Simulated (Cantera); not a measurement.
NO annealing gas

An isothermal, constant-pressure homogeneous reactor starts with NO : N2 = 1 : 1.2 (molar parts), at 2050 K and 62000 Pa.

Detailed kinetics in Cantera: GRI-Mech 3.0 (53 species, 325 reactions).

| t (s) | x NO | x O2 | x NO2 | x N2 | x O | x N2O |
|---|---|---|---|---|---|---|
| 0.000100 | 0.454 | 5.07e-7 | 7.45e-6 | 0.545 | 1.57e-5 | 1.91e-5 |
| 0.000282 | 0.454 | 4.89e-6 | 3.00e-5 | 0.545 | 4.09e-5 | 4.52e-5 |
| 0.000795 | 0.454 | 6.01e-5 | 8.27e-5 | 0.546 | 9.66e-5 | 8.13e-5 |
| 0.00224 | 0.453 | 0.000415 | 0.000110 | 0.546 | 0.000126 | 9.72e-5 |
| 0.00631 | 0.451 | 0.00153 | 0.000117 | 0.547 | 0.000133 | 9.66e-5 |
| 0.0178 | 0.445 | 0.00469 | 0.000132 | 0.550 | 0.000150 | 9.34e-5 |
| 0.0502 | 0.427 | 0.0136 | 0.000165 | 0.559 | 0.000190 | 8.49e-5 |
| 0.141 | 0.378 | 0.0381 | 0.000214 | 0.584 | 0.000270 | 6.48e-5 |
| 0.399 | 0.263 | 0.0951 | 0.000225 | 0.641 | 0.000397 | 3.05e-5 |
| 1.12 | 0.102 | 0.176 | 0.000117 | 0.721 | 0.000525 | 4.71e-6 |
| 3.17 | 0.0205 | 0.217 | 2.60e-5 | 0.762 | 0.000579 | 5.23e-7 |
| 8.93 | 0.00917 | 0.222 | 1.18e-5 | 0.768 | 0.000586 | 3.91e-7 |
| 25.2 | 0.00893 | 0.222 | 1.15e-5 | 0.768 | 0.000586 | 3.89e-7 |
| 71.0 | 0.00893 | 0.222 | 1.15e-5 | 0.768 | 0.000586 | 3.89e-7 |
| 200 | 0.00893 | 0.222 | 1.15e-5 | 0.768 | 0.000586 | 3.89e-7 |
x: mole fraction; the columns are a selection and need not sum to one.

Equilibrium at this temperature and pressure: NO 0.00893, O2 0.222, NO2 1.15e-5, N2 0.768, O 0.000586, N2O 3.89e-7 (gas phase only).
